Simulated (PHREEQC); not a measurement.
A PHREEQC input (ion-association model, wateq4f.dat):

```
SOLUTION 1
  temp 25
  units mg/L
  pH 6.23 charge
  pe 0.6
  Na 84.1
  K 138
  Ca 112
  Mg 26
  Cl 60.5
  S(6) 263 as SO4
  Alkalinity 483 as HCO3
  B 0.245
  Sr 35.3
  Zn 1.86
  Li 0.595
END
USE solution 1
EQUILIBRIUM_PHASES 1
  Quartz 0 0.5
  Gypsum 0 0
  CO2(g) -2.5 10
END
```

It stops with these messages:

```
ERROR: pH adustment cannot attain charge balance when alkalinity is fixed.
ERROR: Program terminating due to input errors.
```

The fault: pH asked from the charge balance while alkalinity is fixed. The line should read `pH 6.23` where the input has `pH 6.23 charge`. With the mend the run ends at pH 8.12 and ionic strength 0.0196 mol/kgw.
